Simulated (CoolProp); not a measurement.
Computed with CoolProp (reference Helmholtz-energy equation of state, Lemmon 2006). It is a short technical equation, of lower accuracy than the large ones.

Q: Give the vapour pressure (MPa), vapour density (kg/m³), liquid cp (kJ/(kg K)), surface tension (mN/m) of saturated acetone at 102.05, 141.25 °C.

A: 
| T (°C) | p (MPa) | vapour density (kg/m³) | liquid cp (kJ/(kg K)) | surface tension (mN/m) |
|---|---|---|---|---|
| 102.05 | 0.392 | 8.28 | 2.40 | 13.4 |
| 141.25 | 0.958 | 20.3 | 2.61 | 8.91 |

Surface tension comes from a separate correlation (Mulero 2012).
